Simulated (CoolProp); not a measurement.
A simple Rankine cycle with R365MFC: condensing at 333.15 K, boiler at 2.76 MPa, turbine inlet 455.3 K, turbine efficiency 0.65, pump efficiency 0.6, no recuperator. Each further row changes one setting.

Model: reference Helmholtz-energy equation of state, Lemmon 2016, in CoolProp.

```
case                             thermal efficiency (%)  net work (kJ/kg)  heat in (kJ/kg)  turbine exit temperature (K)  volume ratio over the turbine
-------------------------------  ----------------------  ----------------  ---------------  ----------------------------  -----------------------------
as stated                                          10.5                 …              276                         393.7                           21.2
turbine inlet 475.3 K                              10.5                 …                …                         421.6                           18.1
condensing temperature 325.15 K                    11.3                 …                …                         390.2                           27.3
boiler pressure 1.93 MPa                            9.7              28.8              298                         412.2                           11.7
turbine efficiency 0.55                               …              24.0              276                         397.9                           21.4
```

Some entries are withheld; supply them.


- as stated, net work (kJ/kg): 29.0
- turbine inlet 475.3 K, net work (kJ/kg): 32.8
- turbine inlet 475.3 K, heat in (kJ/kg): 313
- condensing temperature 325.15 K, net work (kJ/kg): 32.4
- condensing temperature 325.15 K, heat in (kJ/kg): 288
- turbine efficiency 0.55, thermal efficiency (%): 8.7
